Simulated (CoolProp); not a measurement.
Nitrogen along the isotherm 142.2 K: fugacity coefficient from the reference equation and from simpler models built on Tc = 126.2 K, pc = 3396 kPa, ω = 0.037; each cubic takes its own stable root.

Values from CoolProp's reference Helmholtz-energy equation of state, Span 2000.

```json
[
 {"p (kPa)": "1540", "phase": "gas", "reference": "0.8976", "van der Waals": "0.9007", "Soave-Redlich-Kwong": "0.8951"},
 {"p (kPa)": "3090", "phase": "gas", "reference": "0.7984", "van der Waals": "0.8018", "Soave-Redlich-Kwong": "0.7950"},
 {"p (kPa)": "4630", "phase": "supercritical", "reference": "…", "van der Waals": "…", "Soave-Redlich-Kwong": "0.7003"},
 {"p (kPa)": "6170", "phase": "supercritical", "reference": "0.6128", "van der Waals": "0.6070", "Soave-Redlich-Kwong": "0.6140"},
 {"p (kPa)": "7720", "phase": "supercritical", "reference": "0.5407", "van der Waals": "0.5403", "Soave-Redlich-Kwong": "…"},
 {"p (kPa)": "9260", "phase": "supercritical", "reference": "0.4896", "van der Waals": "0.4960", "Soave-Redlich-Kwong": "0.4982"},
 {"p (kPa)": "10800", "phase": "supercritical", "reference": "0.4528", "van der Waals": "0.4656", "Soave-Redlich-Kwong": "0.4631"},
 {"p (kPa)": "12300", "phase": "supercritical", "reference": "0.4262", "van der Waals": "0.4447", "Soave-Redlich-Kwong": "0.4377"},
 {"p (kPa)": "13900", "phase": "supercritical", "reference": "0.4050", "van der Waals": "0.4292", "Soave-Redlich-Kwong": "0.4172"},
 {"p (kPa)": "15400", "phase": "supercritical", "reference": "0.3899", "van der Waals": "0.4193", "Soave-Redlich-Kwong": "…"},
 {"p (kPa)": "17000", "phase": "supercritical", "reference": "0.3777", "van der Waals": "0.4125", "Soave-Redlich-Kwong": "…"}
]
```

Question: Complete the blanks.

Answer: 
- 4630, reference: 0.7029
- 4630, van der Waals: 0.7017
- 7720, Soave-Redlich-Kwong: 0.5464
- 15400, Soave-Redlich-Kwong: 0.4026
- 17000, Soave-Redlich-Kwong: 0.3908
